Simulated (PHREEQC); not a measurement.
0.1 g of hydrous ferric oxide (600 m²/g; 0.2 weak and 0.005 strong sites per Fe, Dzombak-Morel constants, diffuse double layer) in 1 kg of water with 0.1 mol/kgw of an inert sodium salt and 2.9e-05 mol Na2SeO4, at 25 °C; the pH is set by adding NaOH or the inert anion's acid. Oxygen is held at 0.21 atm. No CO2 enters from the air. Precipitation was switched off in this run.

Base run: PHREEQC, ion-association model, wateq4f.dat. Each further column changes one thing. The table gives Se sorbed (%).

```
pH    base  background salt from 0.1 to 0.01 mol/kgw  oxide from 0.1 to 0.5 g/kgw
----  ----  ----------------------------------------  ---------------------------
3     91.3                                      99.9                         99.2
3.38  91.0                                      99.9                         99.2
4.12  87.8                                      99.5                         98.9
4.5   83.2                                      98.9                         98.3
4.88  75.0                                      96.9                         96.9
5.62  46.1                                      78.9                         86.6
6     28.2                                       [?]                         70.8
6.38  13.7                                      34.2                         46.0
7.12   1.6                                       [?]                          [?]
7.5    0.4                                       1.0                          2.1
7.88   0.1                                       [?]                          0.5
8.62   0.0                                       0.0                          0.0
9      0.0                                       0.0                          0.0
```

Task: What belongs in the gaps?

Result: 
- 6, background salt from 0.1 to 0.01 mol/kgw: 58.1
- 7.12, background salt from 0.1 to 0.01 mol/kgw: 4.6
- 7.12, oxide from 0.1 to 0.5 g/kgw: 7.7
- 7.88, background salt from 0.1 to 0.01 mol/kgw: 0.2

The oxide is taken as insoluble; below pH 4 it would dissolve.
